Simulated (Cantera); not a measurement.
Charge: 1 mol SO2, 7.2 mol H2O, 12 mol N2, held at 2225 K and 0.00133 bar.

Method: chemical equilibrium by Gibbs-energy minimisation in Cantera with the NASA 1993 tables (ideal gas, pure condensed phases). Candidate condensed phases: H2O, H2SO4, S; 35 gas species. The numbers say what is thermodynamically allowed, not how fast it happens.

Base state: N2 0.547, H2O 0.241, H2 0.0548, H 0.0415, SO2 0.0392, OH 0.0264, O2 0.0257, O 0.0139 (mole fractions); condensed: gas only.

What changes in the equilibrium state with this change: temperature from 2225 K to 1775 K?


```json
[
 {"species": "N2", "before": "0.547", "after": "0.591"},
 {"species": "H2O", "before": "0.241", "after": "0.346"},
 {"species": "SO2", "before": "0.0392", "after": "0.0489"},
 {"species": "H2", "before": "0.0548", "after": "0.00718"},
 {"species": "O", "before": "0.0139", "after": "0.000147"},
 {"species": "H", "before": "0.0415", "after": "0.000672"},
 {"species": "OH", "before": "0.0264", "after": "0.00202"},
 {"species": "O2", "before": "0.0257", "after": "0.00316"},
 {"species": "S", "before": "0.000286", "after": "1.04e-6"},
 {"species": "SH", "before": "2.28e-5", "after": "2.17e-7"},
 {"species": "SO", "before": "0.00622", "after": "0.000356"}
]
```

What changes in the equilibrium state with this change: SO2 replaced by HBr?


```csv
species,before,after
N2,0.547,0.540
H2O,0.241,0.246
H2,0.0548,0.0646
Br,0,0.0414
SO2,0.0392,0
O2,0.0257,0.0193
O,0.0139,0.0120
H,0.0415,0.0451
OH,0.0264,0.0249
SO,0.00622,0
HBr,0,0.00376
S,0.000286,0
SH,2.28e-5,0
NO,0.00389,0.00335
```
Further candidate phases: Br2.
